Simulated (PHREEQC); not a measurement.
# Polishing slurry liquid (model solution)

Consider water at 25 °C with 0.0028 mol H2SO4, 0.0042 mol KNO3 and 0.00095 mol H3BO3 per kg of water. Closed to the air; pH follows from the charge balance.

Model: ion-association model, phreeqc.dat, run in PHREEQC.

Each row changes one thing in this solution. Precipitation was switched off in this run.

```csv
case,pH,ionic strength (mol/kgw),SO4-2 (mol/kgw),HSO4- (mol/kgw),H2BO3- (mol/kgw)
as made,2.35,0.0112,0.00209,0.000666,1.36e-10
KNO3 left out,2.35,0.00698,0.00209,0.000710,1.32e-10
temperature from 25 to 70 °C,2.41,0.00997,0.00148,0.00126,3.18e-10
H2SO4 replaced by Fe2(SO4)3 at the same molality,2.91,0.0198,0.00407,0.000323,5.17e-10
diluted 10-fold with water,3.28,0.00123,0.000267,1.22e-5,1.08e-10
```

Some of these states are supersaturated (in Jarosite-K, Hematite (slow to form), for instance). At this temperature some constants are extrapolated from 25 °C, and those without enthalpy data are left unchanged.
